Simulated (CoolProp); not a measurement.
Vapour-liquid equilibrium of R1234yf (1) + isobutane (2) at 279.3 K; x and y are mole fractions of (1).

Computed with CoolProp (multi-fluid Helmholtz-energy mixture model, Lemmon 2022 and Bücker 2006; pair parameters Bell 2016).

```
x     bubble pressure, mixture model (MPa)  bubble pressure, Raoult's law (MPa)  y, mixture model  y, Raoult's law
----  ------------------------------------  -----------------------------------  ----------------  ---------------
0.05                                0.2336                               0.2038             0.197            0.095
0.2                                 0.3080                               0.2327             0.451            0.333
0.35                                0.3469                               0.2617             0.562            0.518
0.5                                 0.3705                               0.2907             0.641            0.666
0.65                                0.3860                               0.3196             0.718            0.787
0.8                                 0.3941                               0.3486             0.811            0.889
0.95                                0.3915                               0.3775             0.943            0.974
```

The largest gap from Raoult's law is +32.6 % in bubble pressure, at x = 0.35. y crosses x between x = 0.8 and 0.95: the model has an azeotrope there.

The pair parameters rest on a limited set of measurements; away from them the model extrapolates.
